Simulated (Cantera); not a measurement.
**Premixed flame**

A freely propagating, adiabatic, planar premixed flame of 30.4 % H₂, 15.2 % O₂, 39.5 % N₂, 14.9 % H₂O, equivalence ratio 1.0, unburnt at 498 K and 1.00 bar; mixture-averaged transport, grid criteria slope 0.08 and curve 0.16, no radiation.

Cantera simulation using the H2/O2 subset of GRI-Mech 3.0, which has no nitrogen chemistry; the numbers are that mechanism's predictions, not measurements. Burning velocities carry a grid error of a few per cent, more on coarse grids.

| z (mm) | T (K) | u (m/s) | x H₂ | x O₂ | x H₂O | x H₂O₂ | x HO₂ | x O |
|---|---|---|---|---|---|---|---|---|
| -1.06 | 498 | 5.39 | 0.304 | 0.152 | 0.149 | <1e-8 | <1e-8 | <1e-8 |
| -0.708 | 498 | 5.39 | 0.304 | 0.152 | 0.149 | <1e-8 | <1e-8 | <1e-8 |
| -0.531 | 498 | 5.39 | 0.304 | 0.152 | 0.149 | <1e-8 | <1e-8 | <1e-8 |
| -0.354 | 498 | 5.39 | 0.304 | 0.152 | 0.149 | <1e-8 | 1.13e-7 | <1e-8 |
| -0.177 | 510 | 5.47 | 0.297 | 0.153 | 0.151 | 4.07e-6 | 0.000130 | 1.98e-6 |
| -0.0885 | 720 | 7.49 | 0.263 | 0.150 | 0.173 | 5.61e-5 | 0.000567 | 0.000163 |
| 0 | 1184 | 11.9 | 0.177 | 0.119 | 0.254 | 1.70e-5 | 0.000199 | 0.00303 |
| 0.0885 | 1512 | 15.0 | 0.0940 | 0.0652 | 0.352 | 5.23e-6 | 8.08e-5 | 0.00816 |
| 0.177 | 1682 | 16.5 | 0.0637 | 0.0402 | 0.395 | 3.08e-6 | 4.26e-5 | 0.00969 |
| 0.354 | 1850 | 18.0 | 0.0547 | 0.0302 | 0.416 | 1.60e-6 | 2.57e-5 | 0.00869 |
| 0.708 | 2012 | 19.4 | 0.0497 | 0.0250 | 0.433 | 8.87e-7 | 1.62e-5 | 0.00647 |
| 1.42 | 2156 | 20.5 | 0.0426 | 0.0201 | 0.452 | 5.73e-7 | 9.75e-6 | 0.00434 |
| 2.83 | 2276 | 21.5 | 0.0346 | 0.0158 | 0.469 | 4.18e-7 | 5.81e-6 | 0.00269 |
x: mole fraction of selected species; z is measured from the peak of heat release.

```
Item                        Result
------------------------  --------
laminar burning velocity  539 cm/s
thermal thickness         0.354 mm
peak x(H₂O₂)               5.71e-5
peak x(HO₂)               0.000655
peak x(O)                  0.00970
grid points                    110
```
